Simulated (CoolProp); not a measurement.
n-decane along the isotherm 620 K: Z from the reference equation and from simpler models built on Tc = 617.7 K, pc = 2101 kPa, ω = 0.488; each cubic takes its own stable root.

Computed with CoolProp (reference Helmholtz-energy equation of state, Lemmon 2006). It is a short technical equation, of lower accuracy than the large ones.

```csv
p (kPa),phase,reference
657,gas,0.8805
1310,gas,0.7310
1970,gas,0.4905
2630,supercritical,0.2016
3280,supercritical,0.2322
3940,supercritical,0.2668
4600,supercritical,0.3019
5250,supercritical,0.3365
5910,supercritical,0.3714
6570,supercritical,0.4061
7220,supercritical,0.4399
7880,supercritical,0.4740
8540,supercritical,0.5078
9190,supercritical,0.5409
9850,supercritical,0.5742
10500,supercritical,0.6068
```

Problem. How far does each simpler model (Soave-Redlich-Kwong, Peng-Robinson) lie from the reference over these 16 states: mean and median of the absolute difference, and the worst?

Solution. 
- Soave-Redlich-Kwong: mean 18.7 %, median 19.3 %, worst +33.4 % at 620 K and 2630 kPa
- Peng-Robinson: mean 8.2 %, median 7.2 %, worst +20.9 % at 620 K and 2630 kPa
